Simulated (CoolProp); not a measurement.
Propyne along the isobar 3.91 MPa: density (kg/m³) from the reference equation and from simpler models built on Tc = 402.7 K, pc = 5.658 MPa, ω = 0.204; each cubic takes its own stable root.

The numbers come from the reference Helmholtz-energy equation of state, Polt 1992 in CoolProp. This equation is an older, rougher fit; its heat capacities, sound speeds and derivatives of the liquid may be far off and weren't checked against measurements.

```
T (K)   phase  reference  van der Waals  Redlich-Kwong  Soave-Redlich-Kwong  Peng-Robinson
-----  ------  ---------  -------------  -------------  -------------------  -------------
356.8  liquid      510.3          313.2          429.7                447.2          506.0
368.5  liquid      480.3          83.07          394.8                412.2            [?]
380.2  liquid      440.1          73.96            [?]                364.2          410.6
391.9     gas      74.16          67.81          71.96                72.61          75.36
403.7     gas        [?]          63.09          65.67                65.63          67.87
415.4     gas      61.01          59.31          60.98                60.61          62.52
427.1     gas      57.02          56.13            [?]                56.67          58.33
438.8     gas      53.81          53.40          54.11                53.44            [?]
450.6     gas      51.11          50.99          51.42                50.69          52.01
462.3     gas      48.80          48.87          49.11                48.33          49.53
474       gas      46.78          46.96          47.06                46.26          47.35
```

### Question
Fill in the missing entries.

### Answer

- 368.5, Peng-Robinson: 465.7
- 380.2, Redlich-Kwong: 81.37
- 403.7, reference: 66.28
- 427.1, Redlich-Kwong: 57.23
- 438.8, Peng-Robinson: 54.92

At some of these states van der Waals, Redlich-Kwong gives the other phase, because its saturation line lies elsewhere.
